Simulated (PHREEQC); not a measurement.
1 kg of water meets 20 L of dry gas (CO2 1 by moles) at fixed total pressure, at 30 atm; fugacities by Peng-Robinson. The gases take part in no redox reaction, some water evaporates into the gas, and hydrates or a liquid gas phase aren't modelled. No solid was allowed to form.

Model: ion-association model, phreeqc.dat, run in PHREEQC.

**Question.** Predict dissolved CO2 (all carbonate carbon) (mol/kgw) at T (°C) = 60, 90.

**Answer.** 
```tsv
T (°C)	dissolved CO2 (all carbonate carbon) (mol/kgw)
60	0.435
90	0.308
```

Complexes and solids missing from the database can't appear. Away from 25 °C the constants follow the database's enthalpies or fits; those with neither stay at their 25 °C values.
